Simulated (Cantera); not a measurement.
An isothermal, constant-pressure homogeneous reactor starts with 35.7 % NO, 64.3 % N2, at 2000 K and 750 Torr.

Detailed kinetics in Cantera: GRI-Mech 3.0 (53 species, 325 reactions).

One state of this run: x NO = 0.327; x O = 9.82e-5; x O2 = 0.0146; x N2 = 0.658; x NO2 = 0.000172. x: mole fraction; the columns are a selection and need not sum to one.

Task: Which value of t (s) does it belong to?
A. 0.00378
B. 0.000800
C. 0.0846
D. 0.0179

Result: C, 0.0846
